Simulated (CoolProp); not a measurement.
Methanol along the isotherm 130.85 °C: Z from the reference equation and from simpler models built on Tc = 240.2 °C, pc = 82.16 bar, ω = 0.565; each cubic takes its own stable root.

Model: reference Helmholtz-energy equation of state, de Reuck 1993, in CoolProp.

```
p (bar)   phase  reference  van der Waals  Redlich-Kwong  Soave-Redlich-Kwong  Peng-Robinson
-------  ------  ---------  -------------  -------------  -------------------  -------------
2.74        gas     0.9655         0.9823         0.9773               0.9727         0.9712
5.48        gas     0.9217         0.9640         0.9538               0.9440         0.9410
8.22        gas     0.8568         0.9450         0.9292               0.9137         0.9093
11       liquid    0.01557         0.9249              …              0.02075        0.01831
13.7     liquid    0.01938         0.9046         0.8764              0.02582        0.02279
16.4     liquid    0.02317         0.8833         0.8481              0.03088        0.02726
19.2     liquid    0.02711         0.8600        0.03996              0.03613        0.03189
21.9     liquid    0.03089         0.8362        0.04550              0.04117        0.03636
24.6     liquid    0.03467         0.8107        0.05103              0.04622              …
27.4     liquid    0.03859         0.7822        0.05674              0.05144        0.04543
30.1     liquid    0.04235        0.08886        0.06224              0.05646              …
32.9     liquid    0.04625        0.09685        0.06792              0.06167        0.05447
35.6     liquid    0.05001         0.1045        0.07338              0.06668              …
38.3     liquid    0.05376         0.1121        0.07883              0.07168        0.06333
41.1     liquid    0.05764         0.1200        0.08446              0.07687        0.06792
```

**Question.** What belongs in the gaps?

**Answer.** 
- 11, Redlich-Kwong: 0.9031
- 24.6, Peng-Robinson: 0.04081
- 30.1, Peng-Robinson: 0.04987
- 35.6, Peng-Robinson: 0.05890

At some of these states van der Waals, Redlich-Kwong gives the other phase, because its saturation line lies elsewhere.
